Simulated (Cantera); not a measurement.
A perfectly stirred reactor is fed with CO : O₂ : H₂O : N₂ : H₂ = 0.0049 : 0.017 : 0.002 : 1 : 0.0023 (molar parts), equivalence ratio 0.21, at 1.01 bar; it is held at 1348 K, and followed from long to short residence time.

Computed with Cantera and GRI-Mech 3.0 (53 species, 325 reactions).

Q: Predict: x(CO) at τ = 1.80 s; x(O₂) at τ = 1.80 s; x(H₂O) at τ = 1.80 s; x(CO₂) at τ = 1.80 s; x(HO₂) at τ = 1.80 s; x(CO) at τ = 38.0 ms; x(O₂) at τ = 38.0 ms; x(H₂O) at τ = 38.0 ms; x(CO₂) at τ = 38.0 ms; x(HO₂) at τ = 38.0 ms.

A: 
| Property | Result |
|---|---|
| x(CO) at τ = 1.80 s | 4.10e-5 |
| x(O₂) at τ = 1.80 s | 0.0131 |
| x(H₂O) at τ = 1.80 s | 0.00419 |
| x(CO₂) at τ = 1.80 s | 0.00475 |
| x(HO₂) at τ = 1.80 s | 2.54e-7 |
| x(CO) at τ = 38.0 ms | 0.000508 |
| x(O₂) at τ = 38.0 ms | 0.0133 |
| x(H₂O) at τ = 38.0 ms | 0.00412 |
| x(CO₂) at τ = 38.0 ms | 0.00428 |
| x(HO₂) at τ = 38.0 ms | 1.45e-6 |
